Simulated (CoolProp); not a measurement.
Values from CoolProp's reference Helmholtz-energy equation of state, Schmidt 1985. Above 300 K oxygen's equation is extrapolated.

**Question.** For oxygen, give the phase and the conductivity (mW/(m K)) at 207.05 °C and 110 kPa; 412.95 °C and 1020 kPa; 636.05 °C and 1630 kPa.

**Answer.** 
- 207.05 °C and 110 kPa: gas; conductivity 39.7
- 412.95 °C and 1020 kPa: gas; conductivity 53.3
- 636.05 °C and 1630 kPa: gas; conductivity 66.6

Thermal conductivity comes from a separate model (Lemmon 2004).
